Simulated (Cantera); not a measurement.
Charge: 1 mol MgO, 0.43 mol O2, 0.09 mol H2O, 1.9 mol SO3, at 1075 °C and 3.40 bar.

Equilibrium computed with Cantera from the NASA thermochemical tables; the gas is ideal and each condensed phase is pure. Candidate condensed phases: H2O, H2SO4, Mg, MgO, Mg(OH)2, MgS, MgSO4, S; 26 gas species. The numbers say what is thermodynamically allowed, not how fast it happens.

Base state: O2 0.458, SO2 0.444, H2O 0.0493, SO3 0.0492, OH 1.13e-5 (mole fractions); condensed: MgSO4(s).

Problem. What changes in the equilibrium state with this change: temperature from 1075 °C to 777 °C?

Solution. 
```tsv
species	before	after
O2	0.458	0.391
SO3	0.0492	0.301
SO2	0.444	0.253
H2O	0.0493	0.0552
H2SO4	2.35e-6	0.000145
OH	1.13e-5	1.86e-7
MgSO4(s), mol	1.00	1.00
```

Problem. What changes in the equilibrium state with this change: SO3 from 1.9 to 0.95 mol?

Solution. 
| species | before | after |
|---|---|---|
| O2 | 0.458 | 0.784 |
| H2O | 0.0493 | 0.159 |
| SO2 | 0.444 | 0.0499 |
| SO3 | 0.0492 | 0.00724 |
| OH | 1.13e-5 | 2.32e-5 |
| MgSO4(s), mol | 1.00 | 0.918 |
| MgO(s), mol | 0 | 0.0824 |
Mutual solubility and eutectic melting of coexisting phases are not modelled.
